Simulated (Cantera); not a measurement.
Feed: 1 mol AlN, 24 mol HCl, 51 mol N₂, held at 875 °C and 13.3 mbar.

These are equilibrium values from Cantera (NASA tables, ideal gas, pure condensed phases), not measurements of a reactor. Candidate condensed phases: Al, AlCl₃, AlN, NH₄Cl; 20 gas species. Rates play no part.

Base state: N₂ 0.687, HCl 0.280, H₂ 0.0200, AlCl₃ 0.0133 (mole fractions); condensed: gas only.

**Question.** What changes in the equilibrium state with this change: AlN replaced by BN?

**Answer.** 
| species | before | after |
|---|---|---|
| N₂ | 0.687 | 0.681 |
| HCl | 0.280 | 0.314 |
| H₂ | 0.0200 | 0.00318 |
| AlCl₃ | 0.0133 | 0 |
| BCl₃ | 0 | 0.00212 |
| BN(s), mol | 0 | 0.841 |
Gases not in the tables: BHCl₂. Further candidate phases: B, BN.
